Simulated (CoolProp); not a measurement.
Decamethyltetrasiloxane (MD2M) at several states: Z from the reference equation and from simpler models built on Tc = 599.4 K, pc = 11.44 bar, ω = 0.635; each cubic takes its own stable root.

Computed with CoolProp (reference Helmholtz-energy equation of state, Thol 2017).

```csv
T (K),p (bar),phase,reference,Soave-Redlich-Kwong,Peng-Robinson
275.9,1.77,liquid,0.02752,0.03209,0.02864
328.5,9.15,liquid,0.1269,0.1446,0.1287
222.5,3.79,liquid,0.06875,0.08265,0.07390
224.2,9.48,liquid,0.1709,0.2052,0.1835
347,0.677,liquid,0.009113,0.01032,0.009180
```
